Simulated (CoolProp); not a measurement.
Saturation properties of tetrahydrofuran (Tc = 267.0 °C, pc = 5.304 MPa, ω = 0.234).

Model: reference Helmholtz-energy equation of state, Fiedler 2023, in CoolProp.

```csv
T (°C),p (MPa),liquid density (kg/m³),vapour density (kg/m³),enthalpy of vaporisation (kJ/kg),liquid cp (kJ/(kg K))
5.75,0.008667,902.9,0.2706,459.1,1.657
13.15,0.01253,894.9,0.3818,454.0,[?]
20.45,0.01765,886.9,0.5253,448.9,1.708
27.75,0.02438,878.9,0.7093,443.8,1.734
35.15,0.03320,870.7,0.9452,438.6,1.761
42.45,0.04427,862.5,1.235,433.4,1.789
49.75,0.05815,854.3,1.591,[?],1.818
57.05,0.07530,846.0,2.023,422.9,1.848
64.45,0.09657,837.5,2.550,417.4,1.878
71.75,0.1219,828.9,3.168,412.0,1.909
79.05,0.1522,820.3,3.897,406.4,1.940
86.45,0.1886,[?],4.762,400.6,1.972
```

Problem. Fill in the missing entries.

Solution. 
- 13.15, liquid cp (kJ/(kg K)): 1.682
- 49.75, enthalpy of vaporisation (kJ/kg): 428.2
- 86.45, liquid density (kg/m³): 811.5

It boils at 65.9 °C under 1 atm.
